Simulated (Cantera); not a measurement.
## Diamond growth

A diamond (100) surface in a fixed gas of H2 with x(CH4) = 0.0061, x(H) = 0.00023, at 1123 K, 0.0200 bar; coverages are run to steady state.

Computed with Cantera and the Harris–Goodwin 1993 mechanism for the reconstructed diamond (100) surface.

| x(CH3) | growth (µm/h) | θ c6HH | θ c6H* | θ c6*H | θ c6** | θ c6HM |
|---|---|---|---|---|---|---|
| 1e-06 | 0.000766 | 0.549 | 0.0275 | 0.413 | 0.0103 | 3.30e-5 |
| 2.1e-06 | 0.00161 | 0.549 | 0.0275 | 0.413 | 0.0103 | 6.93e-5 |
| 4.6e-06 | 0.00352 | 0.549 | 0.0275 | 0.413 | 0.0103 | 0.000152 |
| 9.9e-06 | 0.00755 | 0.548 | 0.0275 | 0.413 | 0.0102 | 0.000326 |
| 2.1e-05 | 0.0159 | 0.548 | 0.0275 | 0.413 | 0.0102 | 0.000690 |
| 4.5e-05 | 0.0338 | 0.547 | 0.0274 | 0.412 | 0.0100 | 0.00147 |
| 9.7e-05 | 0.0713 | 0.546 | 0.0273 | 0.411 | 0.00971 | 0.00314 |
| 0.00021 | 0.148 | 0.542 | 0.0271 | 0.408 | 0.00909 | 0.00666 |
| 0.00045 | 0.291 | 0.535 | 0.0267 | 0.402 | 0.00799 | 0.0137 |
θ: site fractions in the mechanism's names (c6HH fully hydrogenated, c6H* and c6*H radical sites, c6** diradical, c6HM methylated).
